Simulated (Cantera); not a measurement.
Mixture: 13.4 % CO, 20.0 % H₂, 4.81 % CH₄, 13.2 % O₂, 48.6 % N₂, equivalence ratio 2.0, at 0.350 bar, adiabatic and at constant pressure. Ignition delay is the time to a rise of 400 K.

Detailed kinetics in Cantera: GRI-Mech 3.0 (53 species, 325 reactions).

Task: Predict: delay at 1150 K; delay at 1250 K; delay at 1350 K; delay at 1450 K; delay at 1550 K; delay at 1650 K; apparent activation energy between 1450 and 1650 K.

Result: delay at 1150 K: 0.748 ms
delay at 1250 K: 0.357 ms
delay at 1350 K: 0.201 ms
delay at 1450 K: 0.126 ms
delay at 1550 K: 86.1 µs
delay at 1650 K: 61.7 µs
apparent activation energy between 1450 and 1650 K: 71 kJ/mol
